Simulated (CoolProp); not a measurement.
Water at 923.73 K and 15.2 MPa flows at 0.83 m/s in a round tube of 6 mm bore and 0.25 µm roughness, fully developed (64/Re and Nu = 3.66 if laminar; Colebrook and Gnielinski if turbulent). Each further row changes one setting.

Values from CoolProp's reference Helmholtz-energy equation of state, Wagner 2002.

```
case               Reynolds number  Darcy friction factor  pressure drop (Pa/m)  heat-transfer coefficient (W/(m² K))  mass flow (kg/h)
-----------------  ---------------  ---------------------  --------------------  ------------------------------------  ----------------
as stated                     5300                 0.0368                   [?]                                   313              3.19
velocity 1.66 m/s            10600                    [?]                   265                                   [?]               [?]
diameter 12 mm               10600                 0.0304                  33.0                                   288              12.8
```

Task: Some entries are withheld; supply them.

Result: 
- as stated, pressure drop (Pa/m): 79.9
- velocity 1.66 m/s, Darcy friction factor: 0.0305
- velocity 1.66 m/s, heat-transfer coefficient (W/(m² K)): 577
- velocity 1.66 m/s, mass flow (kg/h): 6.39

Viscosity comes from a separate model (Huber 2009). Thermal conductivity comes from a separate model (Huber 2012).
